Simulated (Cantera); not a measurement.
Charge: 1 mol CH₃SiH₃, 14 mol H₂, 1.1 mol HCl, at 1800 Pa.

Method: chemical equilibrium by Gibbs-energy minimisation in Cantera with the NASA 1993 tables (ideal gas, pure condensed phases). Candidate condensed phases: C, C₆H₆, C₇H₈, C₈H₁₈, Si, SiC; 109 gas species. The feed counts by its element totals alone. Kinetics and transport are ignored.

Question: At 1350 K, list the 5 most abundant gas species with their mole fractions, and the condensed phases.

Answer: H₂ 0.939, HCl 0.0606, CH₄ 6.43e-5, SiCl₂ 5.96e-5, H 1.72e-5. Condensed: SiC(s).
